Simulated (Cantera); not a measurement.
A freely propagating, adiabatic, planar premixed flame of 6.83 % CH₄, 0.751 % C₂H₆, 19.4 % O₂, 73.0 % N₂, unburnt at 300 K and 750 Torr; mixture-averaged transport, grid criteria slope 0.08 and curve 0.16, no radiation.

Model: GRI-Mech 3.0 (53 species, 325 reactions), integrated in Cantera. Burning velocities carry a grid error of a few per cent, more on coarse grids.

### Question
Predict: laminar burning velocity; thermal thickness; peak x(H); peak x(HCO).

### Answer
```json
{
 "laminar_burning_velocity": "31.2 cm/s",
 "thermal_thickness": "0.491 mm",
 "peak x(H)": "0.00351",
 "peak x(HCO)": "2.72e-5"
}
```
